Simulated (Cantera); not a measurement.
An isothermal, constant-pressure homogeneous reactor starts with H2 : O2 : N2 = 0.032 : 1 : 0.016 (molar parts), equivalence ratio 0.016, at 1225 K and 0.0150 bar.

Model: GRI-Mech 3.0 (53 species, 325 reactions), integrated in Cantera. Radical loss at walls, strong at low pressure, is not modelled.

x: mole fraction; the columns are a selection and need not sum to one.

| t (s) | x H2 | x O2 | x OH | x H2O2 | x HO2 | x H | x H2O |
|---|---|---|---|---|---|---|---|
| 8.00e-6 | 0.0305 | 0.954 | 4.02e-11 | <1e-12 | 3.83e-10 | 3.43e-10 | 1.21e-12 |
| 2.58e-5 | 0.0305 | 0.954 | 3.45e-10 | <1e-12 | 1.23e-9 | 9.06e-10 | 3.47e-11 |
| 8.30e-5 | 0.0305 | 0.954 | 2.33e-9 | <1e-12 | 3.98e-9 | ? | 8.15e-10 |
| 0.000267 | 0.0305 | 0.954 | 1.62e-8 | 5.86e-12 | 1.29e-8 | ? | 1.72e-8 |
| 0.000862 | 0.0305 | 0.954 | 6.46e-7 | 6.10e-11 | 4.42e-8 | ? | 1.17e-6 |
| 0.00278 | 0.0104 | 0.938 | 0.00464 | 2.09e-7 | 3.02e-6 | ? | 0.0158 |
| 0.00894 | 0.000326 | 0.931 | 0.00230 | 5.83e-8 | 2.36e-6 | ? | 0.0277 |
| 0.0288 | 0.000236 | 0.937 | 0.00196 | 5.80e-8 | 2.12e-6 | ? | 0.0287 |
| 0.0928 | 0.000101 | 0.947 | 0.00129 | 5.22e-8 | 1.50e-6 | ? | 0.0299 |
| 0.299 | 2.09e-5 | 0.952 | 0.000588 | 3.36e-8 | 6.56e-7 | ? | 0.0306 |
| 0.963 | 2.84e-6 | 0.953 | 0.000218 | 1.34e-8 | 1.69e-7 | ? | 0.0309 |
| 3.10 | 4.05e-7 | 0.953 | 8.28e-5 | 3.87e-9 | 3.53e-8 | ? | 0.0310 |
| 10.0 | 7.33e-8 | 0.953 | 3.53e-5 | 1.02e-9 | 1.00e-8 | ? | 0.0310 |

Q: Complete the blanks.

A: 
- 8.30e-5, x H: 2.11e-9
- 0.000267, x H: 8.15e-9
- 0.000862, x H: 2.82e-7
- 0.00278, x H: 0.00395
- 0.00894, x H: 0.00284
- 0.0288, x H: 0.00170
- 0.0928, x H: 0.000461
- 0.299, x H: 4.25e-5
- 0.963, x H: 2.15e-6
- 3.10, x H: 1.17e-7
- 10.0, x H: 9.08e-9
